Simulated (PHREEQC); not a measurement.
A solution holds 0.0032 mol HBr, 0.0044 mol CaCl2 and 0.0098 mol MnSO4 per kg of water, at 85 °C. It is in equilibrium with CO2 at log p = -3.5 (atm). Otherwise closed; pH follows from the charge balance.

All values are PHREEQC results (ion-association model, wateq4f.dat), not measurements.

Precipitation was switched off in this run.

Order these Mn species by the share of Mn that they hold, largest first: Mn+2, MnCl+, MnSO4.

Mn+2 (69 %), MnSO4 (30 %), MnCl+ (1.2 %)

Order these Ca species by the share of Ca that they hold, largest first: CaHSO4+, CaSO4, Ca+2.

Ca+2 (77 %), CaSO4 (23 %), CaHSO4+ (0.67 %)

The pH is 2.86 and the ionic strength 0.0364 mol/kgw. Constants without temperature data keep their 25 °C values here.
